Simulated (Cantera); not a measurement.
What does this Cantera script print?

```python
import numpy as np
import cantera as ct

gas_names = """
    H HO2 H2 H2O H2O2 O OH O2 O3 Si SiH SiH2 SiH3 SiH4 SiO SiO2 Si2 Si3
""".split()
cond_names = """
    H2O(s) H2O(L) Si(cr) Si(L) SiO2(Lqz) SiO2(hqz) SiO2(L)
""".split()


# ... load() reads the species with a 1 bar reference pressure and builds the phases ...
atoms = {
    'SiO2': {'Si': 1, 'O': 2},
    'H2': {'H': 2},
    'H2O': {'H': 2, 'O': 1},
}
top_T = {}  # K; cautious upper limits of use, not melting points


# ... equilibrate(T, P, feed) seeds the gas with the atoms and calls Mixture.equilibrate('TP', solver="vcs", rtol=1e-11, max_steps=5000) ...
results = []
feed = {'SiO2': 1, 'H2': 24, 'H2O': 6.2}  # mol
P = 13332.2  # Pa
for T in [698, 798, 898, 998, 1098, 1198, 1298, 1398, 1498, 1598, 1698, 1798]:
    mix = equilibrate(T, P, feed)
    results.append((T, P, feed, dict(zip(mix.species_names, mix.species_moles))))

top = {s: max(r[3][s] / sum(r[3][g] for g in gas_names) for r in results) for s in gas_names}
cols = sorted((s for s in top if top[s] > 0.001), key=lambda s: -top[s])[:9]
seen = [c for c in cond_names if any(r[3].get(c, 0) > 1e-12 for r in results)]
print("log10 of partial pressures in bar; condensed amounts in mol")
print(f"{'T/K':>10s}" + "".join(f"{s[:9]:>10s}" for s in cols + seen))
for T, P, feed, n in results:
    ng = sum(n[g] for g in gas_names)
    print(f"{T:10.4g}" + "".join(f"{np.log10(max(n[s] / ng * P / 1e5, 1e-99)):10.3f}" for s in cols)
          + "".join(f"{n.get(c, 0):10.4g}" for c in seen))
```

Output:

```
log10 of partial pressures in bar; condensed amounts in mol
       T/K        H2       H2O SiO2(Lqz) SiO2(hqz)   SiO2(L)
       698    -0.975    -1.563         1         0         0
       798    -0.975    -1.563         1         0         0
       898    -0.975    -1.563         0         1         0
       998    -0.975    -1.563         0         1         0
      1098    -0.975    -1.563         0         1         0
      1198    -0.975    -1.563         0         1         0
      1298    -0.975    -1.563         0         1         0
      1398    -0.975    -1.563         0         1         0
      1498    -0.975    -1.563         0         1         0
      1598    -0.975    -1.563         0         1         0
      1698    -0.975    -1.563         0         0    0.9998
      1798    -0.975    -1.563         0         0    0.9981
```

Method: chemical equilibrium by Gibbs-energy minimisation in Cantera with the NASA 1993 tables (ideal gas, pure condensed phases). The tables hold silica as quartz up to 1696 K and as liquid above; real silica turns to tridymite and cristobalite and melts near 1996 K. Gases not in the tables: Si(OH)4.
